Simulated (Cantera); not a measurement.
Standard-state values (1 bar) from the NASA 1993 polynomials, evaluated with Cantera. Values are per mole of reaction as written; species without (g) are pure solids or liquids, kept so even where they would boil at 1 bar.

5 C2H6(g) + 2 Al(g) + 2 HCN(g) ⇌ 4 C3H8(g) + 2 AlN

```tsv
T (K)	ΔH° (kJ)	ΔS° (J/K)	ΔG° (kJ)	log10 K
1973	___	___	___	___
2048	-1504.0	-706.0	-58.0	1.48
2123	-1500.8	-704.5	-5.1	0.13
2198	-1497.6	-703.0	47.7	-1.13
2273	-1494.5	-701.6	100.3	-2.31
2348	-1491.3	-700.3	152.9	-3.40
2423	___	___	___	___
2498	___	___	___	___
2573	-1481.9	-696.4	310.0	-6.29
2648	-1478.8	-695.2	362.2	-7.15
```

### Question
Some entries are withheld; supply them.

### Answer

- 1973, ΔH° (kJ): -1507.1
- 1973, ΔS° (J/K): -707.6
- 1973, ΔG° (kJ): -111.0
- 1973, log10 K: 2.94
- 2423, ΔH° (kJ): -1488.2
- 2423, ΔS° (J/K): -698.9
- 2423, ΔG° (kJ): 205.4
- 2423, log10 K: -4.43
- 2498, ΔH° (kJ): -1485.0
- 2498, ΔS° (J/K): -697.7
- 2498, ΔG° (kJ): 257.8
- 2498, log10 K: -5.39
